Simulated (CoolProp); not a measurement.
Vapour-liquid equilibrium of R22 (1) + R142b (2) at 187.9 K; x and y are mole fractions of (1).

The numbers come from the multi-fluid Helmholtz-energy mixture model, Kamei 1995 and Lemmon 2006; pair parameters Bell 2016 in CoolProp.

| x | bubble pressure (bar) | y at the bubble point | dew pressure at overall composition x (bar) | liquid density (mol/L) |
|---|---|---|---|---|
| 0.05 | 0.01297 | 0.266 | 0.01047 | 13.65 |
| 0.15 | 0.01856 | 0.539 | 0.01150 | 14.00 |
| 0.25 | 0.02396 | 0.683 | 0.01275 | 14.37 |
| 0.35 | 0.02942 | 0.776 | 0.01431 | 14.75 |
| 0.45 | 0.03507 | 0.841 | 0.01629 | 15.15 |
| 0.55 | 0.04100 | 0.890 | 0.01889 | 15.57 |
| 0.65 | 0.04725 | 0.928 | 0.02246 | 16.01 |
| 0.75 | 0.05375 | 0.956 | 0.02767 | 16.47 |
| 0.85 | 0.06039 | 0.978 | 0.03599 | 16.96 |
| 0.95 | 0.06697 | 0.994 | 0.05219 | 17.46 |

No azeotrope shows between x = 0.05 and 0.95.

Pair parameters are fitted to limited data, so mixtures are less certain than the pure fluids.
